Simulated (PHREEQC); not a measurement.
A made-up water analysis in mg/L, 20 °C, pH 6.53, pe 2.6:

```
constituent            mg/L
------------------  -------
Na                     28.7
K                       1.2
Ca                     29.2
Mg                     2.82
Cl                     61.7
S(6) as SO4         0.00533
Alkalinity as HCO3     79.9
Si as SiO2            0.352
Fe(2)                 0.207
```

Na is adjusted to close the charge balance.
Valence states are taken as typed.

All values are PHREEQC results (ion-association model, phreeqc.dat), not measurements.

No solid was allowed to form.

Predict the specific conductance.

specific conductance 299 µS/cm.

In which forms is Mg present?

Mg+2 99 %, MgHCO3+ 1.1 % of the Mg.

Species that the database lacks are ignored.
